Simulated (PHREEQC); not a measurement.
PHREEQC input (ion-association model, wateq4f.dat):

```
SOLUTION_MASTER_SPECIES
  An  An-  0  An  62.0  # stands for a non-complexing anion
SOLUTION_SPECIES
  An- = An-
    -log_k 0
    -gamma 3.0 0
PHASES
  Fix_H+
    H+ = H+
    -log_k 0
SOLUTION 1
  temp 25
  units mmol/kgw
  pH 7 charge
  Na 100
  An 100
END
SELECTED_OUTPUT 1
  -reset false
  -pH true
  -pe true
  -ionic_strength true
  -water true
  -totals Na
  -molalities Hfo_wOH Hfo_wOH2+ Hfo_wO- Hfo_sOH Hfo_sOH2+ Hfo_sO-
USER_PUNCH 1
  -headings sigma psi
  10 PUNCH EDL("sigma", "Hfo"), EDL("psi", "Hfo")
PRINT
  -reset false
USE solution 1
SURFACE 1
  Hfo_wOH 0.000166292 600 0.074
  Hfo_sOH 4.1573e-06
EQUILIBRIUM_PHASES 1
  Fix_H+ -3 HAn 10
    -force_equality true
  O2(g) -0.68 10
END
# ... the last block is repeated for the other 16 points of pH, with NaOH or the acid as the point needs
```

Selected output (columns that matter, 17 of 17 rows; pH added in front):

```
pH	mu	Na	m_Hfo_wOH	m_Hfo_wOH2+	m_Hfo_wO-	m_Hfo_sOH	m_Hfo_sOH2+	m_Hfo_sO-	sigma	psi
3	0.1013	0.1	3.1849e-06	0.00016311	1.4247e-09	7.9621e-08	4.0776e-06	3.5616e-11	0.36333	0.15266
3.38	0.10059	0.1	7.1469e-06	0.00015914	7.353e-09	1.7867e-07	3.9784e-06	1.8382e-10	0.35448	0.15158
3.75	0.10029	0.1	1.4559e-05	0.0001517	3.2008e-08	3.6397e-07	3.7925e-06	8.002e-10	0.33786	0.1492
4.12	0.10016	0.1	2.6608e-05	0.00013957	1.1621e-07	6.6519e-07	3.4892e-06	2.9052e-09	0.31064	0.14495
4.5	0.1001	0.1	4.3276e-05	0.00012267	3.4977e-07	1.0819e-06	3.0666e-06	8.7442e-09	0.27247	0.13828
4.88	0.10007	0.1	6.1945e-05	0.0001035	8.4933e-07	1.5486e-06	2.5875e-06	2.1233e-08	0.22866	0.12938
5.25	0.10005	0.1	7.9458e-05	8.5135e-05	1.6989e-06	1.9864e-06	2.1284e-06	4.2472e-08	0.18586	0.11891
5.62	0.10004	0.1	9.4565e-05	6.8748e-05	2.9799e-06	2.3641e-06	1.7187e-06	7.4497e-08	0.1465	0.10698
6	0.10003	0.1	0.00010676	5.4764e-05	4.7678e-06	2.669e-06	1.3691e-06	1.192e-07	0.11137	0.093461
6.38	0.10002	0.1	0.00011554	4.3767e-05	6.9872e-06	2.8884e-06	1.0942e-06	1.7468e-07	0.081931	0.078771
6.75	0.10001	0.1	0.00012122	3.5627e-05	9.4481e-06	3.0304e-06	8.9068e-07	2.362e-07	0.058317	0.063402
7.12	0.10001	0.1	0.0001247	2.9537e-05	1.206e-05	3.1174e-06	7.3842e-07	3.0149e-07	0.038932	0.047058
7.5	0.1	0.1	0.00012665	2.4851e-05	1.4787e-05	3.1663e-06	6.2129e-07	3.6968e-07	0.022419	0.029416
7.88	0.1	0.1	0.00012752	2.1213e-05	1.7561e-05	3.188e-06	5.3032e-07	4.3902e-07	0.0081354	0.011179
8.25	0.1	0.1	0.0001276	1.8238e-05	2.0452e-05	3.19e-06	4.5595e-07	5.113e-07	-0.0049317	-0.0068102
8.62	0.10001	0.10001	0.00012697	1.5509e-05	2.3813e-05	3.1742e-06	3.8772e-07	5.9533e-07	-0.018499	-0.024661
9	0.10002	0.10003	0.00012534	1.2775e-05	2.8173e-05	3.1336e-06	3.1938e-07	7.0433e-07	-0.034301	-0.04249
```

The oxide is taken as insoluble; below pH 4 it would dissolve.
